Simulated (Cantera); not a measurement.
A closed system holds: 1 mol Cr, 0.82 mol H₂O, 4.3 mol N₂, a varied amount of NH₃, at 1375 K and 0.0133 bar.

Method: chemical equilibrium by Gibbs-energy minimisation in Cantera with the NASA 1993 tables (ideal gas, pure condensed phases). Candidate condensed phases: Cr, CrN, Cr₂N, Cr₂O₃, H₂O; 29 gas species. Mutual solubility and eutectic melting of coexisting phases are not modelled. Rates play no part.

Question: Which condensed phases are stable at each of these points (n(NH₃) (mol)): 0.14, 0.5, 0.85, 1.2, 1.6, 1.9, 2.3?

Answer: 
```json
[
 {"n(NH₃) (mol)": "0.14", "condensed phases": "Cr₂N(s) + Cr₂O₃(s)", "Cr condensed (%)": "100.0"},
 {"n(NH₃) (mol)": "0.5", "condensed phases": "Cr₂N(s) + Cr₂O₃(s)", "Cr condensed (%)": "100.0"},
 {"n(NH₃) (mol)": "0.85", "condensed phases": "Cr(s) + Cr₂O₃(s)", "Cr condensed (%)": "100.0"},
 {"n(NH₃) (mol)": "1.2", "condensed phases": "Cr(s) + Cr₂O₃(s)", "Cr condensed (%)": "100.0"},
 {"n(NH₃) (mol)": "1.6", "condensed phases": "Cr(s) + Cr₂O₃(s)", "Cr condensed (%)": "100.0"},
 {"n(NH₃) (mol)": "1.9", "condensed phases": "Cr(s) + Cr₂O₃(s)", "Cr condensed (%)": "100.0"},
 {"n(NH₃) (mol)": "2.3", "condensed phases": "Cr(s) + Cr₂O₃(s)", "Cr condensed (%)": "100.0"}
]
```

From 0.14 mol NH₃ to 0.5 mol NH₃ the condensed part is Cr₂N(s) + Cr₂O₃(s). From 0.85 mol NH₃ to 2.3 mol NH₃ the condensed part is Cr(s) + Cr₂O₃(s).
